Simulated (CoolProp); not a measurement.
Values from CoolProp's reference Helmholtz-energy equation of state, Gao 2020.

Question: For ammonia, give the phase and the density (kg/m³), cp (kJ/(kg K)), cv (kJ/(kg K)), expansivity (1/kK) at 104.25 °C and 35.3 MPa; 116.55 °C and 35.3 MPa.

Answer: 
- 104.25 °C and 35.3 MPa: liquid; density 521, cp 4.94, cv 2.70, expansivity 3.05
- 116.55 °C and 35.3 MPa: liquid; density 501, cp 5.07, cv 2.69, expansivity 3.36
